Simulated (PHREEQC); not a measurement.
Make-up at 18 °C: 0.024 mol/kgw CaCl2 and 0.0021 mol/kgw CO2. Closed to the air; pH follows from the charge balance.

The numbers come from PHREEQC with the ion-association model, phreeqc.dat.

Each row changes one thing in this solution. This is a speciation only: nothing precipitates in the calculation.

| case | pH | ionic strength (mol/kgw) |
|---|---|---|
| as made | 4.50 | 0.0720 |
| CaCl2 left out | 4.54 | ? |
| CO2 from 0.0021 to 0.021 mol/kgw | 4.00 | ? |
| CaCl2 replaced by SrCl2 at the same molality | 4.50 | 0.0720 |
| 0.0013 mol/kgw LiOH added | 6.46 | 0.0730 |
| CO2 from 0.0021 to 0.00042 mol/kgw | 4.86 | 0.0720 |
| CO2 from 0.0021 to 0.00189 mol/kgw | 4.53 | 0.0720 |
| CO2 left out | 7.05 | 0.0720 |
| CaCl2 from 0.024 to 0.012 mol/kgw | 4.52 | 0.0360 |

What belongs in the gaps?


- CaCl2 left out, ionic strength (mol/kgw): 2.90e-5
- CO2 from 0.0021 to 0.021 mol/kgw, ionic strength (mol/kgw): 0.0721
